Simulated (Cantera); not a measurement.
# Counterflow diffusion flame

A counterflow diffusion flame at 100000 Pa, nozzles 20 mm apart: fuel side CH4 : C2H6 : C3H8 = 1 : 0.057 : 0.053 (molar parts) at 350 K, oxidiser side O2 : N2 = 0.24 : 0.76 (molar parts) at 475 K, fuel mass flux 0.88 times the oxidiser's; mixture-averaged transport, no radiation.

Computed with Cantera and GRI-Mech 3.0 (53 species, 325 reactions). GRI-Mech 3.0 has no aromatics or soot, which form on the fuel side of real flames. The maximum strain rate includes the flame's own expansion and is several times the mean.

```
oxidiser flux (kg/m²/s)  max strain (1/s)  mean strain (1/s)  T max (K)  peak x OH  peak x H  peak x NO  peak x CO  peak x C2H2
-----------------------  ----------------  -----------------  ---------  ---------  --------  ---------  ---------  -----------
0.25                                  196               34.7       2224     0.0108   0.00514   0.000379     0.0710       0.0216
0.34                                  256               47.2       2208     0.0108   0.00536   0.000351     0.0696       0.0207
0.47                                  342               65.3       2193     0.0108   0.00561   0.000324     0.0686       0.0199
0.65                                  457               90.3       2179     0.0107   0.00587   0.000296     0.0677       0.0190
0.88                                  603                122       2166     0.0107   0.00611   0.000269     0.0671       0.0181
1.2                                   801                167       2150     0.0105   0.00631   0.000237     0.0665       0.0172
1.7                                  1100                236       2128     0.0102   0.00646   0.000198     0.0659       0.0159
2.3                                  1450                319       2107    0.00980   0.00653   0.000163     0.0656       0.0146
3.1                                  1910                431       2082    0.00932   0.00652   0.000128     0.0656       0.0132
4.3                                  2590                597       2049    0.00860   0.00632    8.98e-5     0.0658       0.0112
```
x: mole fraction; the columns are a selection and need not sum to one.
